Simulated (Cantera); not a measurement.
Charge: 1 mol Si3N4, 0.64 mol H2O, 9.2 mol N2, 1.8 mol O2, equilibrated at 10000 Pa.

These are equilibrium values from Cantera (NASA tables, ideal gas, pure condensed phases), not measurements of a reactor. Candidate condensed phases: H2O, Si, SiO2, Si2N2O, Si3N4; 35 gas species. Mutual solubility and eutectic melting of coexisting phases are not modelled. The tables hold silica as quartz up to 1696 K and as liquid above; real silica turns to tridymite and cristobalite and melts near 1996 K. The numbers say what is thermodynamically allowed, not how fast it happens.

Which condensed phases are stable at each of these points (T (°C)): 1275, 1350, 1425, 1500, 1575, 1650, 1725, 1800?


```
T (°C)             condensed phases  Si condensed (%)
------  ---------------------------  ----------------
1275     SiO2(β-quartz) + Si2N2O(s)              99.9
1350     SiO2(β-quartz) + Si2N2O(s)              99.6
1425    SiO2(condensed) + Si2N2O(s)              98.0
1500    SiO2(condensed) + Si2N2O(s)              91.1
1575    SiO2(condensed) + Si2N2O(s)              60.7
1650                SiO2(condensed)              41.3
1725                        SiO2(l)              41.2
1800                        SiO2(l)              41.0
```

From 1275 °C to 1350 °C the condensed part is SiO2(β-quartz) + Si2N2O(s). From 1425 °C to 1575 °C the condensed part is SiO2(condensed) + Si2N2O(s). At 1650 °C the condensed part is SiO2(condensed). From 1725 °C to 1800 °C the condensed part is SiO2(l).
